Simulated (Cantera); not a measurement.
Charge: 1 mol SiCl₄, 5.6 mol NH₃, held at 1025 °C.

Equilibrium computed with Cantera from the NASA thermochemical tables; the gas is ideal and each condensed phase is pure. Candidate condensed phases: NH₄Cl, Si, Si₃N₄; 28 gas species. The tables' values for SiCl₃ are old estimates; treat these amounts as uncertain. Kinetics and transport are ignored.

At 7.10 mbar, list the 5 most abundant gas species with their mole fractions, and the condensed phases.

H₂ 0.519, HCl 0.301, N₂ 0.174, SiCl₂ 0.00246, SiCl₄ 0.00232. Condensed: Si₃N₄(s).
